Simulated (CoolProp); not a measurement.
Vapour-liquid equilibrium of carbon dioxide (1) + CHF3 (R23) (2) at 255.7 K; x and y are mole fractions of (1).

The numbers come from the multi-fluid Helmholtz-energy mixture model, Span 1996 and Penoncello 2003; pair parameters Bell 2016 in CoolProp.

| x | bubble pressure, mixture model (MPa) | bubble pressure, Raoult's law (MPa) | y, mixture model | y, Raoult's law |
|---|---|---|---|---|
| 0.05 | 1.551 | 1.541 | 0.068 | 0.069 |
| 0.15 | 1.633 | 1.603 | 0.196 | 0.199 |
| 0.25 | 1.713 | 1.665 | 0.313 | 0.320 |
| 0.35 | 1.789 | 1.727 | 0.420 | 0.432 |
| 0.45 | 1.859 | 1.788 | 0.519 | 0.536 |
| 0.55 | 1.924 | 1.850 | 0.611 | 0.633 |
| 0.65 | 1.983 | 1.912 | 0.699 | 0.724 |
| 0.75 | 2.034 | 1.974 | 0.785 | 0.809 |
| 0.85 | 2.079 | 2.036 | 0.869 | 0.889 |
| 0.95 | 2.115 | 2.098 | 0.955 | 0.964 |

The largest gap from Raoult's law is +4.0 % in bubble pressure, at x = 0.55. No azeotrope shows between x = 0.05 and 0.95.

Pair parameters are fitted to limited data, so mixtures are less certain than the pure fluids.
